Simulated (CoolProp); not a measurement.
Isobutene along the isobar 0.0662 MPa: fugacity coefficient from the reference equation and from simpler models built on Tc = 144.9 °C, pc = 4.016 MPa, ω = 0.193; each cubic takes its own stable root.

Values from CoolProp's reference Helmholtz-energy equation of state, Lemmon 2005. It is a short technical equation, of lower accuracy than the large ones.

| T (°C) | phase | reference | van der Waals | Redlich-Kwong | Soave-Redlich-Kwong |
|---|---|---|---|---|---|
| -130.85 | liquid | 6.107e-5 | 0.07271 | 9.235e-5 | 6.474e-5 |
| -110.55 | liquid | 0.001109 | 0.2459 | 0.001930 | 0.001124 |
| -90.15 | liquid | 0.009855 | 0.6341 | 0.01767 | 0.009788 |
| -69.85 | liquid | 0.05267 | 0.9748 | 0.09225 | 0.05202 |
| -49.55 | liquid | 0.1977 | 0.9795 | 0.3296 | 0.1957 |
| -29.25 | liquid | 0.5722 | 0.9831 | 0.8982 | 0.5695 |
| -8.95 | gas | 0.9725 | 0.9858 | 0.9801 | 0.9786 |
| 11.35 | gas | 0.9791 | 0.9880 | 0.9837 | 0.9825 |
| 31.65 | gas | 0.9836 | 0.9897 | 0.9864 | 0.9855 |
| 52.05 | gas | 0.9869 | 0.9912 | 0.9886 | 0.9880 |
| 72.35 | gas | 0.9893 | 0.9923 | 0.9904 | 0.9899 |
| 92.65 | gas | 0.9912 | 0.9933 | 0.9918 | 0.9915 |
| 112.95 | gas | 0.9926 | 0.9941 | 0.9930 | 0.9928 |
| 133.25 | gas | 0.9937 | 0.9948 | 0.9939 | 0.9939 |

At some of these states van der Waals gives the other phase, because its saturation line lies elsewhere.
